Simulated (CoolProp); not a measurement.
Vapour-liquid equilibrium of R134a (1) + dimethyl ether (2) at 282.2 K; x and y are mole fractions of (1).

Computed with CoolProp (multi-fluid Helmholtz-energy mixture model, Tillner-Roth 1994 and Wu 2011; pair parameters Bell 2016).

```tsv
x	bubble pressure, mixture model (kPa)	bubble pressure, Raoult's law (kPa)	y, mixture model	y, Raoult's law
0.05	___	364.0	0.042	0.055
0.15	352.9	368.0	___	0.164
0.25	350.2	371.9	0.244	0.270
0.35	350.2	375.9	___	0.374
0.45	353.1	379.8	0.473	0.476
0.55	___	383.8	___	0.576
0.65	365.7	387.8	0.692	0.673
0.75	374.7	391.7	0.790	0.769
0.85	384.9	395.7	___	0.863
0.95	395.9	399.6	0.962	0.955
```

Some entries are withheld; supply them.


- 0.05, bubble pressure, mixture model (kPa): 358.4
- 0.15, y, mixture model: 0.138
- 0.35, y, mixture model: 0.358
- 0.55, bubble pressure, mixture model (kPa): 358.3
- 0.55, y, mixture model: 0.585
- 0.85, y, mixture model: 0.880

The largest gap from Raoult's law is -7.0 % in bubble pressure, at x = 0.45. y crosses x between x = 0.25 and 0.35: the model has an azeotrope there.

The pair parameters rest on a limited set of measurements; away from them the model extrapolates.
